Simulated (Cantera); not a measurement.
**Premixed flame**

A freely propagating, adiabatic, planar premixed flame of H₂ : O₂ : N₂ = 1 : 0.385 : 1.46 (molar parts), equivalence ratio 1.3, unburnt at 325 K and 825 Torr; mixture-averaged transport, grid criteria slope 0.08 and curve 0.16, no radiation.

Model: the H2/O2 subset of GRI-Mech 3.0, which has no nitrogen chemistry, integrated in Cantera. Burning velocities carry a grid error of a few per cent, more on coarse grids.

```json
[
 {"z (mm)": "-0.909", "T (K)": "325", "u (m/s)": "3.28", "x H₂": "0.351", "x O₂": "0.135", "x H": "<1e-8", "x O": "<1e-8", "x H₂O": "<1e-8", "x OH": "<1e-8"},
 {"z (mm)": "-0.606", "T (K)": "325", "u (m/s)": "3.28", "x H₂": "0.351", "x O₂": "0.135", "x H": "<1e-8", "x O": "<1e-8", "x H₂O": "<1e-8", "x OH": "<1e-8"},
 {"z (mm)": "-0.454", "T (K)": "325", "u (m/s)": "3.28", "x H₂": "0.351", "x O₂": "0.135", "x H": "<1e-8", "x O": "<1e-8", "x H₂O": "<1e-8", "x OH": "<1e-8"},
 {"z (mm)": "-0.303", "T (K)": "325", "u (m/s)": "3.28", "x H₂": "0.351", "x O₂": "0.135", "x H": "<1e-8", "x O": "<1e-8", "x H₂O": "1.82e-7", "x OH": "<1e-8"},
 {"z (mm)": "-0.151", "T (K)": "335", "u (m/s)": "3.36", "x H₂": "0.347", "x O₂": "0.136", "x H": "3.10e-7", "x O": "6.04e-7", "x H₂O": "0.000133", "x OH": "3.47e-6"},
 {"z (mm)": "-0.0757", "T (K)": "568", "u (m/s)": "5.52", "x H₂": "0.315", "x O₂": "0.134", "x H": "0.00180", "x O": "0.000103", "x H₂O": "0.0147", "x OH": "0.00105"},
 {"z (mm)": "0", "T (K)": "1052", "u (m/s)": "9.86", "x H₂": "0.233", "x O₂": "0.107", "x H": "0.0231", "x O": "0.00206", "x H₂O": "0.0827", "x OH": "0.00178"},
 {"z (mm)": "0.0757", "T (K)": "1403", "u (m/s)": "13.0", "x H₂": "0.140", "x O₂": "0.0528", "x H": "0.0527", "x O": "0.00635", "x H₂O": "0.185", "x OH": "0.00534"},
 {"z (mm)": "0.151", "T (K)": "1587", "u (m/s)": "14.6", "x H₂": "0.0956", "x O₂": "0.0212", "x H": "0.0633", "x O": "0.00696", "x H₂O": "0.242", "x OH": "0.00840"},
 {"z (mm)": "0.303", "T (K)": "1752", "u (m/s)": "16.0", "x H₂": "0.0838", "x O₂": "0.00905", "x H": "0.0567", "x O": "0.00589", "x H₂O": "0.266", "x OH": "0.0107"},
 {"z (mm)": "0.606", "T (K)": "1904", "u (m/s)": "17.2", "x H₂": "0.0859", "x O₂": "0.00615", "x H": "0.0432", "x O": "0.00434", "x H₂O": "0.275", "x OH": "0.0114"},
 {"z (mm)": "1.21", "T (K)": "2046", "u (m/s)": "18.3", "x H₂": "0.0875", "x O₂": "0.00388", "x H": "0.0305", "x O": "0.00272", "x H₂O": "0.285", "x OH": "0.0108"},
 {"z (mm)": "2.42", "T (K)": "2162", "u (m/s)": "19.1", "x H₂": "0.0881", "x O₂": "0.00212", "x H": "0.0204", "x O": "0.00146", "x H₂O": "0.294", "x OH": "0.00894"}
]
```
x: mole fraction of selected species; z is measured from the peak of heat release.

```yaml
laminar_burning_velocity: 328 cm/s
thermal_thickness: 0.303 mm
peak x(H): 0.0635
peak x(O): 0.00704
peak x(OH): 0.0114
grid_points: 121
```
